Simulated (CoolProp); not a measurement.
Vapour-liquid equilibrium of cis-2-butene (1) + acetone (2) at 373.4 K; x and y are mole fractions of (1).

Values from CoolProp's multi-fluid Helmholtz-energy mixture model, Lemmon 2005 and Lemmon 2006; pair parameters Bell 2016.

```tsv
x	bubble pressure, mixture model (bar)	bubble pressure, Raoult's law (bar)	y, mixture model	y, Raoult's law
0.05	4.816	4.272	0.236	0.167
0.125	6.281	5.060	0.437	0.352
0.2	7.562	5.848	0.552	0.487
0.275	8.659	6.636	0.627	0.591
0.35	9.588	7.424	0.681	0.672
0.425	10.38	8.212	0.722	0.738
0.5	11.06	9.000	0.755	0.792
0.575	11.66	9.788	0.786	0.837
0.65	12.20	10.58	0.815	0.876
0.725	12.71	11.36	0.845	0.909
0.8	13.19	12.15	0.878	0.938
0.875	13.64	12.94	0.916	0.964
0.95	14.03	13.73	0.963	0.986
```

The largest gap from Raoult's law is +30.5 % in bubble pressure, at x = 0.275. No azeotrope shows between x = 0.05 and 0.95.

The pair parameters rest on a limited set of measurements; away from them the model extrapolates.
